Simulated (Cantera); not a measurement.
# SiO2 + H2 (hydrogen reduction and annealing atmospheres)

Input: 1 mol SiO2, 310 mol H2, held at 1998.15 K.

These are equilibrium values from Cantera (NASA tables, ideal gas, pure condensed phases), not measurements of a reactor. Candidate condensed phases: H2O, Si, SiO2; 18 gas species. The tables hold silica as quartz up to 1696 K and as liquid above; real silica turns to tridymite and cristobalite and melts near 1996 K. Gases not in the tables: Si(OH)4. The numbers say what is thermodynamically allowed, not how fast it happens.

From 0.000100 bar to 1.50 bar nothing is condensed. At 10.0 bar the condensed part is SiO2(l).

```json
[
 {"P (Pa)": "10", "x H2": "0.846", "x H": "0.148", "x SiO": "0.00298", "x H2O": "0.00292", "x OH": "5.07e-5", "n SiO2(l)": "0"},
 {"P (Pa)": "68", "x H2": "0.934", "x H": "0.0595", "x SiO": "0.00312", "x H2O": "0.00310", "x OH": "1.97e-5", "n SiO2(l)": "0"},
 {"P (Pa)": "460", "x H2": "0.970", "x H": "0.0233", "x SiO": "0.00318", "x H2O": "0.00317", "x OH": "7.58e-6", "n SiO2(l)": "0"},
 {"P (Pa)": "3200", "x H2": "0.985", "x H": "0.00891", "x SiO": "0.00320", "x H2O": "0.00320", "x OH": "2.88e-6", "n SiO2(l)": "0"},
 {"P (Pa)": "22000", "x H2": "0.990", "x H": "0.00341", "x SiO": "0.00321", "x H2O": "0.00321", "x OH": "1.10e-6", "n SiO2(l)": "0"},
 {"P (Pa)": "150000", "x H2": "0.992", "x H": "0.00131", "x SiO": "0.00321", "x H2O": "0.00321", "x OH": "4.21e-7", "n SiO2(l)": "0"},
 {"P (Pa)": "1000000", "x H2": "0.994", "x H": "0.000506", "x SiO": "0.00264", "x H2O": "0.00264", "x OH": "1.34e-7", "n SiO2(l)": "0.180"}
]
```
x: gas mole fraction; n: condensed amount in mol.
